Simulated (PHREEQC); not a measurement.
Make-up at 25 °C: 0.12 mol/kgw HF, 0.27 mol/kgw NaF and 0.32 mol/kgw H2SO4. Closed to the air; pH follows from the charge balance.

Equilibrium calculation in PHREEQC: ion-association model, wateq4f.dat.

| quantity | before | after |
|---|---|---|
| pH | 0.96 | 3.56 |
| ionic strength (mol/kgw) | 0.462 | 0.256 |
| HF (mol/kgw) | 0.185 | 0.0555 |
| H2F2 (mol/kgw) | 0.0997 | 0.00851 |
| F- (mol/kgw) | 0.00198 | 0.209 |
| HF2- (mol/kgw) | 0.00156 | 0.0471 |

Task: Which change was made?
A. NaF left out
B. H2SO4 left out
C. diluted 5-fold with water
D. temperature from 25 to 65 °C
E. H2SO4 from 0.32 to 0.352 mol/kgw

Result: B, H2SO4 left out

No solid was allowed to form. wateq4f.dat counts part of the HF as a dimer, H2F2, which phreeqc.dat doesn't know; its constant is uncertain.
